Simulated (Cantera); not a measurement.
Input: 1 mol FeS, 0.086 mol SO3, 0.39 mol CO2, held at 203 Torr.

These are equilibrium values from Cantera (NASA tables, ideal gas, pure condensed phases), not measurements of a reactor. Candidate condensed phases: C, Fe, Fe(CO)5, FeO, FeS, FeSO4, FeS2, Fe2O3, Fe2(SO4)3, Fe3O4, S; 25 gas species. Metal and sulfide melt together well below either melting point, which pure phases cannot show. Mutual solubility and eutectic melting of coexisting phases are not modelled. The tables' stoichiometric FeO is somewhat more stable than real wüstite, so its field is too wide. FeO, FeS: taken at fixed stoichiometry. Gases not in the tables: S3 to S7. Rates play no part.

Which condensed phases are stable at each of these points (T (K)): 1100, 1150, 1200, 1250, 1300, 1350, 1400, 1450, 1500, 1550?


```csv
T (K),condensed phases,Fe condensed (%)
1100,FeS(s) + Fe3O4(s),100.0
1150,FeS(s) + Fe3O4(s),100.0
1200,FeS(s) + Fe3O4(s),100.0
1250,FeS(s) + Fe3O4(s),100.0
1300,FeS(s) + Fe3O4(s),100.0
1350,FeO(s) + FeS(s),100.0
1400,FeO(s) + FeS(s),100.0
1450,FeO(s) + FeS(s),100.0
1500,FeO(s) + FeS(l),100.0
1550,FeO(s) + FeS(l),100.0
```

From 1100 K to 1300 K the condensed part is FeS(s) + Fe3O4(s). From 1350 K to 1450 K the condensed part is FeO(s) + FeS(s). From 1500 K to 1550 K the condensed part is FeO(s) + FeS(l).
